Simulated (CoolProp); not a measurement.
The numbers come from the reference Helmholtz-energy equation of state, Wagner 2002 in CoolProp.

Question: For water, give the phase and the density (kg/m³), viscosity (µPa s), conductivity (mW/(m K)), fugacity coefficient at 249.05 °C and 13.9 MPa; 288.55 °C and 13.9 MPa; 308.35 °C and 13.9 MPa.

Answer: 
- 249.05 °C and 13.9 MPa: liquid; density 811, viscosity 109, conductivity 629, fugacity coefficient 0.255
- 288.55 °C and 13.9 MPa: liquid; density 746, viscosity 92.5, conductivity 579, fugacity coefficient 0.436
- 308.35 °C and 13.9 MPa: liquid; density 705, viscosity 84.6, conductivity 547, fugacity coefficient 0.548

Viscosity comes from a separate model (Huber 2009). Thermal conductivity comes from a separate model (Huber 2012).
